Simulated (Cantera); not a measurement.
**Ignition delay**

Mixture: 33.5 % H₂, 14.0 % O₂, 52.6 % N₂, equivalence ratio 1.2, at 1.30 bar, adiabatic and at constant pressure. Ignition delay is the time to a rise of 400 K.

Detailed kinetics in Cantera: GRI-Mech 3.0 (53 species, 325 reactions).

```csv
T0 (K),delay (ms)
1100,0.0760
1175,0.0433
1250,0.0287
1325,0.0209
1400,0.0163
```
